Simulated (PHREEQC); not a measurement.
PHREEQC input (ion-association model, wateq4f.dat):

```
SOLUTION_MASTER_SPECIES
  An  An-  0  An  62.0  # stands for a non-complexing anion
SOLUTION_SPECIES
  An- = An-
    -log_k 0
    -gamma 3.0 0
PHASES
  Fix_H+
    H+ = H+
    -log_k 0
SOLUTION 1
  temp 25
  units mmol/kgw
  pH 7 charge
  S(6) 0.14
  Na 10.28
  An 10
END
SELECTED_OUTPUT 1
  -reset false
  -pH true
  -pe true
  -ionic_strength true
  -water true
  -totals Na S S(-2) S(6)
  -molalities Hfo_wOH Hfo_wOH2+ Hfo_wO- Hfo_sOH Hfo_sOH2+ Hfo_sO- Hfo_wSO4- Hfo_wOHSO4-2
  -saturation_indices Mirabilite
USER_PUNCH 1
  -headings sigma psi
  10 PUNCH EDL("sigma", "Hfo"), EDL("psi", "Hfo")
PRINT
  -reset false
USE solution 1
SURFACE 1
  Hfo_wOH 0.0012809 600 0.57
  Hfo_sOH 3.20225e-05
EQUILIBRIUM_PHASES 1
  Fix_H+ -3 HAn 10
    -force_equality true
  O2(g) -0.68 10
END
# ... the last block is repeated for the other 16 points of pH, with NaOH or the acid as the point needs
```

Selected output (columns that matter, 10 of 17 rows; pH added in front):

```
pH	mu	Na	S	m_Hfo_wOH	m_Hfo_wOH2+	m_Hfo_wO-	m_Hfo_sOH	m_Hfo_sOH2+	m_Hfo_sO-	m_Hfo_wSO4-	m_Hfo_wOHSO4-2	si_Mirabilite	sigma	psi
3	0.011842	0.01028	2.2854e-08	8.9359e-05	0.0010514	1.7399e-07	2.5081e-06	2.9509e-05	4.8833e-09	0.00011969	2.0289e-05	-10.832	0.2597	0.19045
3.75	0.010827	0.01028	4.5897e-08	0.00026613	0.00087296	1.8586e-06	7.4693e-06	2.4501e-05	5.2165e-08	8.7033e-05	5.292e-05	-10.495	0.19826	0.17889
4.5	0.010539	0.01028	2.2529e-07	0.00047367	0.00065966	7.7916e-06	1.3292e-05	1.8512e-05	2.1865e-07	5.7469e-05	8.2305e-05	-9.7966	0.12642	0.15654
4.88	0.010464	0.01028	6.4423e-07	0.00056171	0.00056709	1.2746e-05	1.5757e-05	1.5908e-05	3.5754e-07	4.6833e-05	9.2523e-05	-9.339	0.09537	0.14232
5.62	0.010379	0.01028	6.5857e-06	0.0006916	0.00043043	2.5456e-05	1.93e-05	1.2012e-05	7.1041e-07	3.173e-05	0.00010168	-8.3282	0.051119	0.11097
6.38	0.010373	0.01028	4.867e-05	0.00083063	0.00030755	5.1392e-05	2.236e-05	8.2791e-06	1.3834e-06	1.43e-05	7.703e-05	-7.4595	0.026717	0.079357
7.12	0.010412	0.01028	0.0001156	0.00095336	0.00019797	0.00010517	2.4297e-05	5.0454e-06	2.6804e-06	2.3003e-06	2.2095e-05	-7.0844	0.013732	0.05044
7.5	0.010419	0.01028	0.00013299	0.00097569	0.00016966	0.00012854	2.4526e-05	4.2648e-06	3.2313e-06	5.62e-07	6.4465e-06	-7.0236	0.0080953	0.03252
8.25	0.010415	0.010288	0.00013968	0.00098297	0.00014596	0.00015166	2.458e-05	3.6498e-06	3.7924e-06	2.2023e-08	2.9583e-07	-7.0016	-0.0018221	-0.0077896
9	0.010445	0.010338	0.00013999	0.00098059	0.00012742	0.00017288	2.4515e-05	3.1855e-06	4.322e-06	7.951e-10	1.2205e-08	-6.9969	-0.013154	-0.04873
```

The oxide is taken as insoluble; below pH 4 it would dissolve.
